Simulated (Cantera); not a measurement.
## Moist CO burnout

A perfectly stirred reactor is fed with 1.29 % CO, 6.71 % O2, 0.0340 % H2O, 92.0 % N2, at 1950 Torr; it is held at 1248 K, and followed from long to short residence time.

Model: GRI-Mech 3.0 (53 species, 325 reactions), integrated in Cantera.

| τ (s) | x CO | x O2 | x H2O | x H | x CO2 | x HO2 | x NO |
|---|---|---|---|---|---|---|---|
| 14 | 7.81e-5 | 0.0611 | 0.000342 | 3.41e-9 | 0.0129 | 2.07e-7 | 5.46e-6 |
| 3.9 | 0.000201 | 0.0612 | 0.000341 | 1.14e-8 | 0.0128 | 4.17e-7 | 5.64e-6 |
| 1.1 | 0.000496 | 0.0613 | 0.000340 | 3.73e-8 | 0.0125 | 7.59e-7 | 4.70e-6 |
| 0.30 | 0.00120 | 0.0616 | 0.000339 | 1.21e-7 | 0.0118 | 1.28e-6 | 3.08e-6 |
| 0.082 | 0.00272 | 0.0623 | 0.000337 | 3.58e-7 | 0.0102 | 1.97e-6 | 1.60e-6 |
| 0.023 | 0.00545 | 0.0636 | 0.000335 | 8.47e-7 | 0.00748 | 2.74e-6 | 6.22e-7 |
| 0.0062 | 0.00910 | 0.0653 | 0.000333 | 1.42e-6 | 0.00380 | 3.38e-6 | 1.35e-7 |
| 0.0017 | 0.0118 | 0.0666 | 0.000334 | 1.24e-6 | 0.00106 | 3.38e-6 | 1.08e-8 |
x: mole fraction; the columns are a selection and need not sum to one.
